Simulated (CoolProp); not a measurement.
A single-stage vapour-compression cycle with sulfur dioxide: evaporating at 308.15 K (dew point), condensing at 368.15 K (bubble point), superheat 0 K, subcooling 0 K, compressor efficiency 0.6, no pressure losses. Each further row changes one setting.

Computed with CoolProp (reference Helmholtz-energy equation of state, Gao 2016).

| case | cooling COP | pressure ratio | discharge temperature (K) | refrigerating effect (kJ/kg) | volumetric capacity (kJ/m³) |
|---|---|---|---|---|---|
| as stated | 2.37 | 4.63 | 476.0 | 256 | 3790 |
| evaporating temperature 313.15 K | 2.68 | 3.97 | 463.7 | 257 | 4410 |
| condensing temperature 363.15 K | 2.66 | 4.16 | 463.0 | 264 | 3910 |
| subcooling 5 K | 2.45 | 4.63 | 476.0 | 264 | 3910 |
| superheat 10 K | 2.34 | 4.63 | 491.4 | 263 | 3730 |
| compressor efficiency 0.5 | 1.98 | 4.63 | 502.7 | 256 | 3790 |
